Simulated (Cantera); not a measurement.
# Adiabatic ignition

An adiabatic, constant-volume homogeneous reactor starts with 35.3 % H2, 13.6 % O2, 51.1 % N2, equivalence ratio 1.3, at 1225 K and 77000 Pa.

Detailed kinetics in Cantera: GRI-Mech 3.0 (53 species, 325 reactions).

| t (s) | T (K) | P (bar) | x H2 | x O2 | x OH | x H2O | x O |
|---|---|---|---|---|---|---|---|
| 4.00e-6 | 1225 | 0.770 | 0.353 | 0.136 | 1.42e-9 | 1.40e-8 | 2.53e-9 |
| 1.10e-5 | 1225 | 0.770 | 0.353 | 0.136 | 1.70e-8 | 3.14e-7 | 3.08e-8 |
| 3.01e-5 | 1225 | 0.770 | 0.353 | 0.136 | 6.25e-6 | 0.000131 | 1.10e-5 |
| 8.26e-5 | 2607 | 1.51 | 0.104 | 0.00973 | 0.0298 | 0.234 | 0.0105 |
| 0.000227 | 2944 | 1.67 | 0.104 | 0.00515 | 0.0263 | 0.258 | 0.00522 |
| 0.000622 | 2938 | 1.66 | 0.105 | 0.00475 | 0.0254 | 0.257 | 0.00489 |
| 0.00171 | 2936 | 1.66 | 0.106 | 0.00463 | 0.0251 | 0.257 | 0.00479 |
| 0.00469 | 2936 | 1.66 | 0.106 | 0.00462 | 0.0251 | 0.257 | 0.00479 |
| 0.0129 | 2936 | 1.66 | 0.106 | 0.00462 | 0.0251 | 0.257 | 0.00479 |
| 0.0353 | 2936 | 1.66 | 0.106 | 0.00462 | 0.0251 | 0.257 | 0.00479 |
| 0.0968 | 2936 | 1.66 | 0.106 | 0.00462 | 0.0251 | 0.257 | 0.00479 |
| 0.266 | 2936 | 1.66 | 0.106 | 0.00462 | 0.0251 | 0.257 | 0.00479 |
| 0.729 | 2936 | 1.66 | 0.106 | 0.00462 | 0.0251 | 0.257 | 0.00479 |
| 2.00 | 2936 | 1.66 | 0.106 | 0.00462 | 0.0251 | 0.257 | 0.00479 |
x: mole fraction; the columns are a selection and need not sum to one.

```yaml
time_of_steepest_temperature_rise: 51.4 µs
temperature at 2.00 s: 2936 K
equilibrium_temperature: 2936 K
x(H2) at 2.00 s: 0.106 (gas-phase equilibrium 0.106)
x(O2) at 2.00 s: 0.00462 (gas-phase equilibrium 0.00462)
x(OH) at 2.00 s: 0.0251 (gas-phase equilibrium 0.0251)
```
